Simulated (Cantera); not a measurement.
A freely propagating, adiabatic, planar premixed flame of 4.57 % C₃H₈, 19.1 % O₂, 76.4 % N₂, equivalence ratio 1.2, unburnt at 400 K and 0.440 bar; mixture-averaged transport, grid criteria slope 0.08 and curve 0.16, no radiation.

Model: GRI-Mech 3.0 (53 species, 325 reactions), integrated in Cantera. GRI-Mech 3.0 was tuned for natural gas; its chemistry of propane as a main component is partial and can be far from experiment. Burning velocities carry a grid error of a few per cent, more on coarse grids.

### Question
Predict: laminar burning velocity; thermal thickness; peak x(H₂); peak x(CH₂CO).

### Answer
```json
{
  "laminar_burning_velocity": "81.6 cm/s",
  "thermal_thickness": "0.642 mm",
  "peak x(H₂)": "0.0348",
  "peak x(CH₂CO)": "0.00130"
}
```
